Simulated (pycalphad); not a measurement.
All values are pycalphad results on the COST 507 light-alloy database (1999) (1 atm), not direct measurements. These are 1990s assessments: newer ones move some temperatures and phases.

Molar enthalpy of Si-78.5Al (at.%) in equilibrium (SER reference):

| T (K) | H (kJ/mol) | phases |
|---|---|---|
| 2350 | 78.23 | liquid |
| 2250 | 75.16 | liquid |
| 2150 | 72.08 | liquid |
| 2050 | 69.00 | liquid |
| 1950 | 65.93 | liquid |
| 1850 | 62.85 | liquid |
| 1750 | 59.77 | liquid |
| 1650 | 56.69 | liquid |
| 1550 | 53.61 | liquid |
| 1450 | 50.53 | liquid |
| 1350 | 47.45 | liquid |
| 1250 | 44.37 | liquid |
| 1150 | 41.30 | liquid |
| 1050 | 38.24 | liquid |
| 950 | 33.63 | liquid + diamond (Si) |
| 850 | 15.45 | fcc + diamond (Si) |
| 750 | 12.14 | fcc + diamond (Si) |
| 650 | 9.15 | fcc + diamond (Si) |
| 550 | 6.37 | fcc + diamond (Si) |

Cooling from 1050 K to 850 K, across the freezing range, releases 22.8 kJ/mol, or 837 J/g. The slope is 31 J/(mol K) in the liquid and 33 J/(mol K) just below the solidus, where it includes any heat of precipitation. Liquidus 992 K, solidus 850 K. Changes were sought between steps of 100 K, so a narrower field can be missed.
